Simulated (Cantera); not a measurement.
SiF₄ + NH₃ + H₂ (silicon nitride deposition)

Feed: 1 mol SiF₄, 3.2 mol NH₃, 0.92 mol H₂, equilibrated at 1075 K and 13.3 mbar.

Equilibrium computed with Cantera from the NASA thermochemical tables; the gas is ideal and each condensed phase is pure. Candidate condensed phases: Si, Si₃N₄; 37 gas species. The tables' values for SiF₃ are old estimates; treat these amounts as uncertain. Equilibrium is a limit: real reactors are often held back by kinetics, nucleation or transport.

```yaml
x(H₂): 0.687
x(N₂): 0.192
x(SiF₄): 0.119
x(HF): 0.00125
x(SiHF₃): 0.000445
x(SiF₃): 7.72e-5
x(NH₃): 1.22e-6
n(Si₃N₄(s)): 0.000502 mol
gas_amount: 8.321 mol
log10 activity of Si(s) (absent): -4.56
```
